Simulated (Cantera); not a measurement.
Feed: 1 mol SiCl4, 8.8 mol H2, held at 29.0 bar.

Method: chemical equilibrium by Gibbs-energy minimisation in Cantera with the NASA 1993 tables (ideal gas, pure condensed phases). Candidate condensed phases: Si; 19 gas species. The tables' values for SiCl3 are old estimates; treat these amounts as uncertain. Rates play no part. All values below are at 1100 K.

Base state: H2 0.866, SiCl4 0.0716, HCl 0.0319, SiHCl3 0.0287, SiH2Cl2 0.00138, SiCl3 0.000320, SiCl2 1.99e-5, SiH3Cl 1.76e-5 (mole fractions); condensed: gas only.

**Question.** What changes in the equilibrium state with this change: SiCl4 replaced by Si?

**Answer.** 
| species | before | after |
|---|---|---|
| H2 | 0.866 | 1.000 |
| SiH4 | 9.58e-8 | 1.53e-5 |
| SiCl4 | 0.0716 | 0 |
| HCl | 0.0319 | 0 |
| SiHCl3 | 0.0287 | 0 |
| SiH2Cl2 | 0.00138 | 0 |
| SiCl3 | 0.000320 | 0 |
| SiCl2 | 1.99e-5 | 0 |
| SiH3Cl | 1.76e-5 | 0 |
| Si(s), mol | 0 | 1.000 |
Gases not in the tables: Si2H6 and higher silanes.
